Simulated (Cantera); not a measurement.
A Cantera script and its output.

```python
import numpy as np
import cantera as ct

gas = ct.Solution("gri30.yaml")
gas.TPX = 1850, 50, {'C3H8': 1, 'H2': 35}
inlet = ct.Reservoir(gas, clone=True)

reactor = ct.IdealGasConstPressureReactor(gas, energy="off", clone=False)
exhaust = ct.Reservoir(gas, clone=True)
tau = [0.67, 0.29, 0.12, 0.052, 0.022, 0.0095, 0.004][0]
for a, b in ((inlet, reactor), (reactor, exhaust)):
    ct.MassFlowController(a, b, mdot=lambda t: reactor.mass / tau)
net = ct.ReactorNet([reactor])
show = ['C3H8', 'H2', 'CH4', 'CH2', 'H', 'C2H']

rows = []
print(f"{'tau/s':>10s}{'T/K':>9s}" + "".join(f"{s:>11s}" for s in show))
for tau in [0.67, 0.29, 0.12, 0.052, 0.022, 0.0095, 0.004]:
    net.initial_time = 0.0
    net.advance(30 * tau)
    before = gas.X
    net.advance(40 * tau)
    drift = np.max(np.abs(gas.X - before) / (gas.X + 1e-9))
    rows.append([gas.T, *gas[show].X, drift])
    print(f"{tau:10.3e}{gas.T:9.1f}" + "".join(f"{x:11.3e}" for x in gas[show].X))
```

Result:

```
     tau/s      T/K       C3H8         H2        CH4        CH2          H        C2H
 6.700e-01   1850.0  3.083e-05  9.427e-01  2.140e-02  1.282e-05  5.948e-03  1.805e-06
 2.900e-01   1850.0  6.936e-05  9.395e-01  2.605e-02  1.598e-05  6.256e-03  1.687e-06
 1.200e-01   1850.0  1.621e-04  9.366e-01  2.993e-02  1.941e-05  6.623e-03  1.544e-06
 5.200e-02   1850.0  3.625e-04  9.347e-01  3.210e-02  2.253e-05  6.932e-03  1.358e-06
 2.200e-02   1850.0  8.302e-04  9.339e-01  3.244e-02  2.561e-05  7.133e-03  1.075e-06
 9.500e-03   1850.0  1.866e-03  9.346e-01  3.045e-02  2.827e-05  7.067e-03  6.951e-07
 4.000e-03   1850.0  4.293e-03  9.383e-01  2.499e-02  2.865e-05  6.364e-03  2.917e-07
```

Cantera simulation using GRI-Mech 3.0 (53 species, 325 reactions); the numbers are that mechanism's predictions, not measurements. GRI-Mech 3.0 was tuned for natural gas; its chemistry of propane as a main component is partial and can be far from experiment. GRI-Mech 3.0 stops at C3 and has no aromatics, soot or wall deposition, so with more carbon than oxygen in the feed, carbon stays in small species such as C2H2 where larger ones or solid carbon would form. Radical loss at walls, strong at low pressure, is not modelled.
